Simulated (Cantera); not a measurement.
An adiabatic, constant-volume homogeneous reactor starts with 12.6 % CH4, 2.90 % H2, 17.8 % O2, 66.8 % N2, at 1450 K and 3150 Torr.

Computed with Cantera and GRI-Mech 3.0 (53 species, 325 reactions). Above 3000 K some thermodynamic fits are extrapolated.

One state of this run: T (K) = 3014; P (bar) = 9.54; x CH4 = 1.28e-11; x H2 = 0.0775; x O2 = 0.00108; x C2H = <1e-12; x C2H2 = <1e-12. x: mole fraction; the columns are a selection and need not sum to one.

**Question.** Which value of t (s) does it belong to?
(A) 0.000508
(B) 0.000263
(C) 3.62e-5
(D) 0.000136

**Answer.** A, 0.000508
